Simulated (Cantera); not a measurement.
An adiabatic, constant-volume homogeneous reactor starts with CH4 : O2 : N2 = 1 : 5.88 : 30 (molar parts), equivalence ratio 0.34, at 1725 K and 760 Torr. Integrator tolerance rtol = 1e-08.

Computed with Cantera and GRI-Mech 3.0 (53 species, 325 reactions).

```json
[
 {"quantity": "time of steepest temperature rise", "before": "0.194 ms", "after": "0.116 ms"},
 {"quantity": "temperature at 0.100 s", "before": "2370 K", "after": "2379 K"},
 {"quantity": "equilibrium temperature", "before": "2369 K", "after": "2378 K"},
 {"quantity": "x(CH4) at 0.100 s", "before": "<1e-12 (gas-phase equilibrium <1e-12)", "after": "<1e-12 (gas-phase equilibrium <1e-12)"},
 {"quantity": "x(O2) at 0.100 s", "before": "0.0974 (gas-phase equilibrium 0.0973)", "after": "0.0974 (gas-phase equilibrium 0.0974)"},
 {"quantity": "x(HCN) at 0.100 s", "before": "<1e-12 (gas-phase equilibrium <1e-12)", "after": "<1e-12 (gas-phase equilibrium <1e-12)"},
 {"quantity": "x(OH) at 0.100 s", "before": "0.00512 (gas-phase equilibrium 0.00510)", "after": "0.00458 (gas-phase equilibrium 0.00458)"},
 {"quantity": "x(NO) at 0.100 s", "before": "0.0121 (gas-phase equilibrium 0.0125)", "after": "0.0126 (gas-phase equilibrium 0.0127)"}
]
```

Question: What was changed between the two runs?
A) O2 5.88 to 2.7 parts
B) CH4 1 to 2.6 parts
C) initial temperature 1725 to 1525 K
D) pressure from 760 Torr to 1350 Torr

Answer: D, pressure from 760 Torr to 1350 Torr
